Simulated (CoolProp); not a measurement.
Vapour-liquid equilibrium of benzene (1) + octamethylcyclotetrasiloxane (D4) (2) at 215.85 °C; x and y are mole fractions of (1).

The numbers come from the multi-fluid Helmholtz-energy mixture model, Thol 2012 and Thol 2015; pair parameters Bell 2016 in CoolProp.

```
x     bubble pressure, mixture model (bar)  bubble pressure, Raoult's law (bar)  y, mixture model  y, Raoult's law
----  ------------------------------------  -----------------------------------  ----------------  ---------------
0.05                                 2.992                                3.327             0.172            0.277
0.2                                  4.641                                5.707             0.515            0.645
0.35                                 6.590                                8.088             0.702            0.796
0.5                                  8.766                                10.47             0.813            0.879
0.65                                 11.21                                12.85             0.890            0.931
0.8                                  14.04                                15.23             0.947            0.967
0.95                                 17.29                                17.61             0.989            0.993
```

The largest gap from Raoult's law is -18.7 % in bubble pressure, at x = 0.2. No azeotrope shows between x = 0.05 and 0.95.

The pair parameters rest on a limited set of measurements; away from them the model extrapolates.
